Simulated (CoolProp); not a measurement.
n-pentane along the isobar 4.18 bar: fugacity coefficient from the reference equation and from simpler models built on Tc = 196.5 °C, pc = 33.68 bar, ω = 0.251; each cubic takes its own stable root.

Computed with CoolProp (reference Helmholtz-energy equation of state, Thol 2019).

```
T (°C)   phase  reference  Redlich-Kwong  Soave-Redlich-Kwong
------  ------  ---------  -------------  -------------------
-3.05   liquid    0.05111         0.1042              0.05029
22.75   liquid     0.1482         0.2636               0.1476
48.65   liquid     0.3493         0.5496               0.3514
74.45   liquid     0.6984         0.9026               0.7077
100.25     gas     0.9083         0.9199               0.9137
126.05     gas     0.9269         0.9335               0.9295
151.85     gas     0.9408         0.9442               0.9419
177.75     gas     0.9515         0.9528               0.9520
203.55     gas     0.9598         0.9598               0.9601
229.35     gas     0.9665         0.9655               0.9667
255.15     gas     0.9718         0.9702               0.9721
280.95     gas     0.9762         0.9742               0.9766
306.85     gas     0.9798         0.9776               0.9804
332.65     gas     0.9828         0.9804               0.9836
```

At some of these states Redlich-Kwong gives the other phase, because its saturation line lies elsewhere.
